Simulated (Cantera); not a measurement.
Feed: 1 mol PbO, 0.04 mol O2, 1.1 mol N2, 1.2 mol H2, at 13300 Pa.

Method: chemical equilibrium by Gibbs-energy minimisation in Cantera with the NASA 1993 tables (ideal gas, pure condensed phases). Candidate condensed phases: H2O, Pb, PbO, PbO2, Pb3O4; 27 gas species. Kinetics and transport are ignored.

x: gas mole fraction; n: condensed amount in mol.

| T (°C) | x N2 | x H2O | x Pb | x H2 | x PbO | x NH3 | n Pb(s) | n Pb(l) |
|---|---|---|---|---|---|---|---|---|
| 250 | 0.478 | 0.470 | <1e-12 | 0.0519 | <1e-12 | 0.000203 | 1.00 | 0 |
| 325 | 0.478 | 0.470 | 3.40e-11 | 0.0521 | <1e-12 | 4.72e-5 | 1.00 | 0 |
| 400 | 0.478 | 0.470 | 2.30e-9 | 0.0522 | <1e-12 | 1.48e-5 | 0 | 1.00 |
| 475 | 0.478 | 0.470 | 6.56e-8 | 0.0522 | <1e-12 | 5.74e-6 | 0 | 1.00 |
| 550 | 0.478 | 0.470 | 1.01e-6 | 0.0522 | 1.08e-12 | 2.62e-6 | 0 | 1.000 |
| 625 | 0.478 | 0.470 | 9.71e-6 | 0.0522 | [?] | 1.35e-6 | 0 | 1.000 |
| 700 | 0.478 | 0.470 | 6.56e-5 | 0.0522 | [?] | 7.69e-7 | 0 | 1.000 |
| 775 | 0.478 | 0.469 | 0.000335 | 0.0522 | [?] | 4.71e-7 | 0 | 0.999 |
| 850 | 0.478 | 0.469 | 0.00137 | 0.0521 | [?] | 3.07e-7 | 0 | 0.997 |
| 925 | 0.476 | 0.467 | 0.00468 | 0.0519 | [?] | 2.10e-7 | 0 | 0.989 |
| 1000 | 0.472 | 0.463 | 0.0138 | 0.0515 | [?] | 1.48e-7 | 0 | 0.968 |
| 1075 | 0.461 | 0.453 | 0.0358 | 0.0503 | [?] | 1.05e-7 | 0 | 0.914 |
| 1150 | 0.438 | 0.430 | 0.0841 | 0.0479 | [?] | 7.33e-8 | 0 | 0.788 |
| 1225 | 0.392 | 0.384 | 0.181 | 0.0433 | [?] | 4.69e-8 | 0 | 0.490 |

Task: Fill in the missing entries.

Result: 
- 625, x PbO: 4.59e-11
- 700, x PbO: 1.09e-9
- 775, x PbO: 1.64e-8
- 850, x PbO: 1.71e-7
- 925, x PbO: 1.33e-6
- 1000, x PbO: 8.11e-6
- 1075, x PbO: 4.03e-5
- 1150, x PbO: 0.000169
- 1225, x PbO: 0.000604
